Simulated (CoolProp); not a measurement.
R123 at several states: Z from the reference equation and from simpler models built on Tc = 183.7 °C, pc = 36.62 bar, ω = 0.282; each cubic takes its own stable root.

Computed with CoolProp (reference Helmholtz-energy equation of state, Younglove 1994). It is a modified Benedict-Webb-Rubin equation, recast in Helmholtz form.

| T (°C) | p (bar) | phase | reference | van der Waals | Redlich-Kwong | Soave-Redlich-Kwong | Peng-Robinson |
|---|---|---|---|---|---|---|---|
| -68.45 | 0.562 | liquid | 0.002999 | 0.005082 | 0.003414 | 0.003350 | 0.002983 |
| -95.65 | 2.15 | liquid | 0.01277 | 0.02177 | 0.01461 | 0.01441 | 0.01286 |
| 112.85 | 59 | liquid | 0.2261 | 0.3556 | 0.2611 | 0.2512 | 0.2225 |
